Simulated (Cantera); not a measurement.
A closed system holds: 1 mol Si, a varied amount of NF3, 5.2 mol N2, 0.97 mol F2, held at 650 K and 1.10 Pa.

Equilibrium computed with Cantera from the NASA thermochemical tables; the gas is ideal and each condensed phase is pure. Candidate condensed phases: Si, Si3N4; 16 gas species. Rates play no part.

x: gas mole fraction; n: condensed amount in mol.

```csv
n(NF3) (mol),x N2,x F2,x SiF4,x F,n Si3N4(s)
0.54,0.858,<1e-12,0.142,<1e-12,0.0367
0.62,0.852,<1e-12,0.148,<1e-12,0.0167
0.72,0.838,___,0.151,___,0
0.83,0.813,0.0205,0.145,0.0212,0
0.95,0.791,___,0.139,___,0
1.1,0.766,0.0635,0.133,0.0373,0
1.3,0.736,0.0925,0.126,0.0451,0
1.5,0.710,0.119,0.119,0.0511,0
1.7,0.686,0.143,0.114,0.0561,0
1.9,0.665,0.165,0.108,0.0602,0
2.2,0.637,0.195,0.101,0.0654,0
```

Problem. Complete the blanks.

Solution. 
- 0.95, x F2: 0.0400
- 0.95, x F: 0.0296
- 0.72, x F2: 0.00328
- 0.72, x F: 0.00849
